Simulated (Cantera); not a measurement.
Feed: 1 mol SrCl2, 0.24 mol H2, at 1648 K and 0.0100 bar.

Equilibrium computed with Cantera from the NASA thermochemical tables; the gas is ideal and each condensed phase is pure. Candidate condensed phases: Sr, SrCl2; 8 gas species. Rates play no part.

Base state: H2 0.648, SrCl2 0.344, HCl 0.00368, SrCl 0.00322, H 0.000717, Sr 0.000232 (mole fractions); condensed: SrCl2(l).

Problem. What changes in the equilibrium state with this change: temperature from 1648 K to 900 K?

Solution. 
```json
[
 {"species": "H2", "before": "0.648", "after": "1.00"},
 {"species": "SrCl2", "before": "0.344", "after": "2.25e-9"},
 {"species": "H", "before": "0.000717", "after": "1.17e-9"},
 {"species": "HCl", "before": "0.00368", "after": "<1e-9"},
 {"species": "SrCl", "before": "0.00322", "after": "<1e-9"},
 {"species": "Sr", "before": "0.000232", "after": "<1e-9"},
 {"species": "SrCl2(l), mol", "before": "0.872", "after": "0"},
 {"species": "SrCl2(s), mol", "before": "0", "after": "1.00"}
]
```

Problem. What changes in the equilibrium state with this change: SrCl2 replaced by KCl?

Solution. 
```tsv
species	before	after
KCl	0	0.788
H2	0.648	0.188
K	0	0.0100
SrCl2	0.344	0
HCl	0.00368	0.0100
K2Cl2	0	0.00363
SrCl	0.00322	0
Sr	0.000232	0
SrCl2(l), mol	0.872	0
```
Further candidate phases: K, KCl.

Problem. What changes in the equilibrium state with this change: temperature from 1648 K to 1750 K?

Solution. 
```
species         before    after
-------------  -------  -------
SrCl2            0.344    0.797
H2               0.648    0.189
HCl            0.00368  0.00687
Cl             3.20e-6  2.84e-5
SrCl           0.00322  0.00630
SrCl2(l), mol    0.872        0
```
